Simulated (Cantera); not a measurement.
**Catalytic stagnation flow on Pt**

A jet of 1.50 % H2, 13.9 % O2, 84.6 % N2, equivalence ratio 0.054 at 300 K and 0.220 bar hits a platinum plate 2.6 cm away at a mass flux of 0.021 kg/m²/s; the plate temperature is set and raised in steps from an oxygen-covered start.

Computed with Cantera and Deutschmann's 1995 Pt surface mechanism with GRI-Mech 3.0 gas chemistry. Catalytic surfaces can have several steady states; this one follows from the mechanism file's or the stated starting coverage.

```json
[
 {"plate T (K)": "600", "wall x H2": "0.00143", "wall x O2": "0.125", "wall x H2O": "0.0257", "wall x OH": "<1e-8", "θ free Pt": "0.0189", "θ O*": "0.977", "θ OH*": "0.00444"},
 {"plate T (K)": "650", "wall x H2": "0.00140", "wall x O2": "0.125", "wall x H2O": "0.0256", "wall x OH": "<1e-8", "θ free Pt": "0.0203", "θ O*": "0.977", "θ OH*": "0.00302"},
 {"plate T (K)": "700", "wall x H2": "0.00123", "wall x O2": "0.125", "wall x H2O": "0.0258", "wall x OH": "<1e-8", "θ free Pt": "0.0246", "θ O*": "0.973", "θ OH*": "0.00230"},
 {"plate T (K)": "750", "wall x H2": "0.000860", "wall x O2": "0.125", "wall x H2O": "0.0263", "wall x OH": "<1e-8", "θ free Pt": "0.0377", "θ O*": "0.960", "θ OH*": "0.00206"},
 {"plate T (K)": "800", "wall x H2": "0.000541", "wall x O2": "0.124", "wall x H2O": "0.0268", "wall x OH": "<1e-8", "θ free Pt": "0.0640", "θ O*": "0.934", "θ OH*": "0.00201"},
 {"plate T (K)": "850", "wall x H2": "0.000350", "wall x O2": "0.124", "wall x H2O": "0.0270", "wall x OH": "<1e-8", "θ free Pt": "0.103", "θ O*": "0.895", "θ OH*": "0.00195"}
]
```
x: mole fraction at the wall; θ: surface coverage.
